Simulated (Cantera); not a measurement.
An adiabatic, constant-pressure homogeneous reactor starts with 27.4 % H2, 15.2 % O2, 57.3 % N2, at 1275 K and 1000000 Pa.

Detailed kinetics in Cantera: GRI-Mech 3.0 (53 species, 325 reactions). The hydrogen kinetics of GRI-Mech 3.0 are dated; newer H2 mechanisms differ, most at raised pressure.

Predict: time of steepest temperature rise; temperature at 4.00 s; equilibrium temperature; x(H2) at 4.00 s; x(O2) at 4.00 s; x(NO2) at 4.00 s; x(O) at 4.00 s; x(H2O) at 4.00 s; x(HO2) at 4.00 s.


- time of steepest temperature rise = 7.06 µs
- temperature at 4.00 s = 2898 K
- equilibrium temperature = 2898 K
- x(H2) at 4.00 s = 0.0212 (gas-phase equilibrium 0.0212)
- x(O2) at 4.00 s = 0.0170 (gas-phase equilibrium 0.0170)
- x(NO2) at 4.00 s = 6.07e-6 (gas-phase equilibrium 6.07e-6)
- x(O) at 4.00 s = 0.00326 (gas-phase equilibrium 0.00326)
- x(H2O) at 4.00 s = 0.277 (gas-phase equilibrium 0.277)
- x(HO2) at 4.00 s = 1.57e-5 (gas-phase equilibrium 1.57e-5)
